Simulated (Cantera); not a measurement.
A freely propagating, adiabatic, planar premixed flame of CH₄ : H₂ : O₂ : N₂ = 1 : 0.096 : 2.53 : 9.51 (molar parts), equivalence ratio 0.81, unburnt at 700 K and 5.00 bar; mixture-averaged transport, grid criteria slope 0.08 and curve 0.16, no radiation.

Detailed kinetics in Cantera: GRI-Mech 3.0 (53 species, 325 reactions). Burning velocities carry a grid error of a few per cent, more on coarse grids.

Task: How do the results move with these cheaper or finer settings: unity-Lewis-number transport; multicomponent transport; multicomponent+Soret transport; grid criteria slope 0.5, curve 1; grid criteria slope 0.25, curve 0.5; grid criteria slope 0.03, curve 0.06?

Result: 
| setting | laminar burning velocity | thermal thickness | peak x(C₂H₂) | peak x(H₂O₂) | grid points |
|---|---|---|---|---|---|
| as above | 90.8 cm/s | 0.0960 mm | 7.07e-5 | 4.91e-5 | 133 |
| unity-Lewis-number transport | 82.6 cm/s | 0.0925 mm | 5.80e-5 | 1.52e-5 | 130 |
| multicomponent transport | 91.6 cm/s | 0.0970 mm | 7.26e-5 | 4.73e-5 | 133 |
| multicomponent+Soret transport | 90.1 cm/s | 0.0975 mm | 6.91e-5 | 4.67e-5 | 133 |
| grid criteria slope 0.5, curve 1 | 103 cm/s | 0.107 mm | 6.85e-5 | 5.19e-5 | 33 |
| grid criteria slope 0.25, curve 0.5 | 94.9 cm/s | 0.0992 mm | 7.05e-5 | 5.14e-5 | 54 |
| grid criteria slope 0.03, curve 0.06 | 89.6 cm/s | 0.0951 mm | 7.10e-5 | 4.87e-5 | 342 |
The base run took about 12 core-seconds (a rough figure).
Unity Lewis numbers drop preferential diffusion, which matters most where H2 and H carry the flame; Soret adds thermal diffusion.
